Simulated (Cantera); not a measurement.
A closed system holds: 1 mol C2H2, 18 mol H2, 0.14 mol H2O, at 650 °C and 1 atm.

Cantera equilibrium calculation (NASA polynomials, part measured and part estimated; ideal gas, pure solids and liquids). Candidate condensed phases: C, C6H6, C7H8, C8H18, H2O; 110 gas species. The numbers say what is thermodynamically allowed, not how fast it happens.

Base state: H2 0.878, CH4 0.114, H2O 0.00554, CO 0.00252, CO2 3.25e-5 (mole fractions); condensed: gas only.

Problem. What changes in the equilibrium state with this change: temperature from 650 °C to 1375 °C?

Solution. 
```csv
species,before,after
H2,0.878,0.991
CO,0.00252,0.00727
CH4,0.114,0.00133
H2O,0.00554,4.75e-6
H,<1e-9,8.81e-5
C2H2 (acetylene),<1e-9,4.43e-5
CO2,3.25e-5,1.09e-8
"C(graphite), mol",0,1.83
```
